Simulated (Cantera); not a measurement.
Cantera run, input and output.

```python
import numpy as np
import cantera as ct

gas = ct.Solution("gri30.yaml", transport_model="mixture-averaged")
show = ['H2', 'NH3', 'OH']

rows = []
print(f"{'T/K':>7s}{'rho':>11s}{'cp':>10s}{'mu':>11s}{'lambda':>11s}{'Pr':>7s}" + "".join(f"{'D_' + s:>11s}" for s in show))
for T in [400, 600, 800, 1000, 1200, 1400, 1600, 1800, 2000]:
    gas.TPX = T, 10000, {'O2': 0.68}
    Pr = gas.cp_mass * gas.viscosity / gas.thermal_conductivity
    D = [gas.mix_diff_coeffs_mole[gas.species_index(s)] for s in show]
    rows.append([gas.density, gas.cp_mass, gas.viscosity, gas.thermal_conductivity, Pr, *D])
    print(f"{T:7g}{gas.density:11.4e}{gas.cp_mass:10.1f}{gas.viscosity:11.4e}"
          f"{gas.thermal_conductivity:11.4e}{Pr:7.3f}" + "".join(f"{d:11.4e}" for d in D))
print("SI units: kg/m3, J/kg/K, Pa s, W/m/K, m2/s")
```

Output:

```
    T/K        rho        cp         mu     lambda     Pr       D_H2      D_NH3       D_OH
    400 9.6212e-02     941.4 2.5629e-05 3.3852e-02  0.713 1.3343e-03 3.9045e-04 5.3963e-04
    600 6.4141e-02    1002.6 3.4077e-05 4.8204e-02  0.709 2.6349e-03 8.2320e-04 1.0760e-03
    800 4.8106e-02    1054.7 4.1353e-05 6.1440e-02  0.710 4.2543e-03 1.3721e-03 1.7441e-03
   1000 3.8485e-02    1090.2 4.7912e-05 7.3608e-02  0.710 6.1618e-03 2.0227e-03 2.5310e-03
   1200 3.2071e-02    1114.2 5.3973e-05 8.4942e-02  0.708 8.3361e-03 2.7655e-03 3.4276e-03
   1400 2.7489e-02    1134.2 5.9661e-05 9.5657e-02  0.707 1.0761e-02 3.5939e-03 4.4272e-03
   1600 2.4053e-02    1151.4 6.5055e-05 1.0592e-01  0.707 1.3423e-02 4.5028e-03 5.5244e-03
   1800 2.1380e-02    1166.8 7.0208e-05 1.1586e-01  0.707 1.6312e-02 5.4884e-03 6.7150e-03
   2000 1.9242e-02    1181.2 7.5158e-05 1.2556e-01  0.707 1.9419e-02 6.5477e-03 7.9952e-03
SI units: kg/m3, J/kg/K, Pa s, W/m/K, m2/s
```

Detailed kinetics in Cantera: GRI-Mech 3.0 (53 species, 325 reactions).
